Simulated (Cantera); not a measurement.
Cantera run:

```python
import numpy as np
import cantera as ct

gas_names = """
    N NO NO2 NO3 N2 N2O O O2 O3 Si SiN SiO SiO2 Si2 Si2N Si3
""".split()
cond_names = """
    Si(cr) Si(L) SiO2(Lqz) SiO2(hqz) SiO2(L) Si2N2O(s) Si3N4(a)
""".split()


# ... load() reads the species with a 1 bar reference pressure and builds the phases ...
atoms = {
    'Si3N4': {'Si': 3, 'N': 4},
    'N2O': {'N': 2, 'O': 1},
    'N2': {'N': 2},
}
top_T = {'Si2N2O(s)': 2100, 'Si3N4(a)': 2400}  # K; cautious upper limits of use, not melting points


# ... equilibrate(T, P, feed) seeds the gas with the atoms and calls Mixture.equilibrate('TP', solver="vcs", rtol=1e-11, max_steps=5000) ...
results = []
feed = {'Si3N4': 1, 'N2O': 0.33, 'N2': 17}  # mol
for P in [0.1, 1.5, 22, 320, 4600, 68000, 1000000]:
    for T in [1100, 1150, 1200, 1250, 1300, 1350, 1400, 1450, 1500, 1550]:
        mix = equilibrate(T, P, feed)
        results.append((T, P, feed, dict(zip(mix.species_names, mix.species_moles))))

for T, P, feed, n in results:
    print(f"{T:7g} {P:10.4g}  " + (" + ".join(c for c in cond_names if n.get(c, 0) > 1e-12) or "gas only"))
```

Output:

```
   1100        0.1  Si2N2O(s) + Si3N4(a)
   1150        0.1  Si2N2O(s) + Si3N4(a)
   1200        0.1  Si2N2O(s) + Si3N4(a)
   1250        0.1  Si2N2O(s) + Si3N4(a)
   1300        0.1  Si2N2O(s) + Si3N4(a)
   1350        0.1  Si(cr)
   1400        0.1  Si(cr)
   1450        0.1  Si(cr)
   1500        0.1  Si(cr)
   1550        0.1  Si(cr)
   1100        1.5  Si2N2O(s) + Si3N4(a)
   1150        1.5  Si2N2O(s) + Si3N4(a)
   1200        1.5  Si2N2O(s) + Si3N4(a)
   1250        1.5  Si2N2O(s) + Si3N4(a)
   1300        1.5  Si2N2O(s) + Si3N4(a)
   1350        1.5  Si2N2O(s) + Si3N4(a)
   1400        1.5  Si2N2O(s) + Si3N4(a)
   1450        1.5  Si(cr)
   1500        1.5  Si(cr)
   1550        1.5  Si(cr)
   1100         22  Si2N2O(s) + Si3N4(a)
   1150         22  Si2N2O(s) + Si3N4(a)
   1200         22  Si2N2O(s) + Si3N4(a)
   1250         22  Si2N2O(s) + Si3N4(a)
   1300         22  Si2N2O(s) + Si3N4(a)
   1350         22  Si2N2O(s) + Si3N4(a)
   1400         22  Si2N2O(s) + Si3N4(a)
   1450         22  Si2N2O(s) + Si3N4(a)
   1500         22  Si2N2O(s) + Si3N4(a)
   1550         22  Si2N2O(s) + Si3N4(a)
   1100        320  Si2N2O(s) + Si3N4(a)
   1150        320  Si2N2O(s) + Si3N4(a)
   1200        320  Si2N2O(s) + Si3N4(a)
   1250        320  Si2N2O(s) + Si3N4(a)
   1300        320  Si2N2O(s) + Si3N4(a)
   1350        320  Si2N2O(s) + Si3N4(a)
   1400        320  Si2N2O(s) + Si3N4(a)
   1450        320  Si2N2O(s) + Si3N4(a)
   1500        320  Si2N2O(s) + Si3N4(a)
   1550        320  Si2N2O(s) + Si3N4(a)
   1100       4600  Si2N2O(s) + Si3N4(a)
   1150       4600  Si2N2O(s) + Si3N4(a)
   1200       4600  Si2N2O(s) + Si3N4(a)
   1250       4600  Si2N2O(s) + Si3N4(a)
   1300       4600  Si2N2O(s) + Si3N4(a)
   1350       4600  Si2N2O(s) + Si3N4(a)
   1400       4600  Si2N2O(s) + Si3N4(a)
   1450       4600  Si2N2O(s) + Si3N4(a)
   1500       4600  Si2N2O(s) + Si3N4(a)
   1550       4600  Si2N2O(s) + Si3N4(a)
   1100    6.8e+04  Si2N2O(s) + Si3N4(a)
   1150    6.8e+04  Si2N2O(s) + Si3N4(a)
   1200    6.8e+04  Si2N2O(s) + Si3N4(a)
   1250    6.8e+04  Si2N2O(s) + Si3N4(a)
   1300    6.8e+04  Si2N2O(s) + Si3N4(a)
   1350    6.8e+04  Si2N2O(s) + Si3N4(a)
   1400    6.8e+04  Si2N2O(s) + Si3N4(a)
   1450    6.8e+04  Si2N2O(s) + Si3N4(a)
   1500    6.8e+04  Si2N2O(s) + Si3N4(a)
   1550    6.8e+04  Si2N2O(s) + Si3N4(a)
   1100      1e+06  Si2N2O(s) + Si3N4(a)
   1150      1e+06  Si2N2O(s) + Si3N4(a)
   1200      1e+06  Si2N2O(s) + Si3N4(a)
   1250      1e+06  Si2N2O(s) + Si3N4(a)
   1300      1e+06  Si2N2O(s) + Si3N4(a)
   1350      1e+06  Si2N2O(s) + Si3N4(a)
   1400      1e+06  Si2N2O(s) + Si3N4(a)
   1450      1e+06  Si2N2O(s) + Si3N4(a)
   1500      1e+06  Si2N2O(s) + Si3N4(a)
   1550      1e+06  Si2N2O(s) + Si3N4(a)
```

Method: chemical equilibrium by Gibbs-energy minimisation in Cantera with the NASA 1993 tables (ideal gas, pure condensed phases). Mutual solubility and eutectic melting of coexisting phases are not modelled.
